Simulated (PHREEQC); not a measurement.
Dissolve 0.0038 mol/kgw NaOH, 0.00062 mol/kgw KHF2 and 0.11 mol/kgw NaHCO3 at 20 °C. Closed to the air; pH follows from the charge balance.

Computed with PHREEQC (ion-association model, phreeqc.dat).

Each row changes one thing in this solution. Precipitation was switched off in this run.

```tsv
case	pH	ionic strength (mol/kgw)	NaHCO3 (mol/kgw)	CO3-2 (mol/kgw)	NaCO3- (mol/kgw)	CO2 (mol/kgw)
as made	8.44	0.112	0.00380	0.00243	0.00144	0.000688
temperature from 20 to 10 °C	8.61	0.112	0.00407	0.00277	0.000967	0.000559
temperature from 20 to 40 °C	8.12	0.110	0.00332	0.00172	0.00261	0.00115
KHF2 replaced by K2HPO4 at the same molality	8.49	0.113	0.00377	0.00278	0.00163	0.000598
temperature from 20 to 25 °C	8.35	0.111	0.00368	0.00225	0.00170	0.000775
```

At this temperature some constants are extrapolated from 25 °C, and those without enthalpy data are left unchanged.
